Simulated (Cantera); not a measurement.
Charge: 1 mol C2H5OH, 0.27 mol H2O, 5.3 mol CO2, equilibrated at 580000 Pa.

Cantera equilibrium calculation (NASA polynomials, part measured and part estimated; ideal gas, pure solids and liquids). Candidate condensed phases: C, C6H6, C7H8, C8H18, H2O; 110 gas species. Equilibrium is a limit: real reactors are often held back by kinetics, nucleation or transport. All values below are at 1025 K.

Base state: CO 0.364, CO2 0.330, H2 0.174, H2O 0.121, CH4 0.0103 (mole fractions); condensed: gas only.

Question: What changes in the equilibrium state with this change: CO2 from 5.3 to 1.6 mol?

Answer: 
```tsv
species	before	after
H2	0.174	0.334
CO	0.364	0.295
CO2	0.330	0.173
CH4	0.0103	0.0474
H2O	0.121	0.151
C(graphite), mol	0	0.693
```

Question: What changes in the equilibrium state with this change: pressure from 580000 Pa to 13300 Pa?

Answer: 
```json
[
 {"species": "CO", "before": "0.364", "after": "0.379"},
 {"species": "CO2", "before": "0.330", "after": "0.312"},
 {"species": "H2", "before": "0.174", "after": "0.189"},
 {"species": "CH4", "before": "0.0103", "after": "7.38e-6"},
 {"species": "H2O", "before": "0.121", "after": "0.120"}
]
```
